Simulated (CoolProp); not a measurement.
A closed Brayton cycle with carbon dioxide: compressor inlet 330.15 K and 9.1 MPa, high pressure 25.8 MPa, turbine inlet 720 K, compressor efficiency 0.85, turbine efficiency 0.85, recuperator effectiveness 0.95 (on enthalpy, no pinch check). Each further row changes one setting.

Computed with CoolProp (reference Helmholtz-energy equation of state, Span 1996).

```tsv
case	thermal efficiency (%)	net work (kJ/kg)	compressor to turbine work	compressor exit (K)	turbine exit (K)
as stated	27.4	55.0	0.50	416.1	610.1
turbine inlet 670 K	24.2	45.5	0.54	416.1	563.8
compressor inlet 340.15 K	25.3	48.1	0.56	433.3	610.1
high pressure 21.9 MPa	27.6	49.7	0.47	402.2	627.0
recuperator effectiveness 0.5	18.2	55.0	0.50	416.1	610.1
```
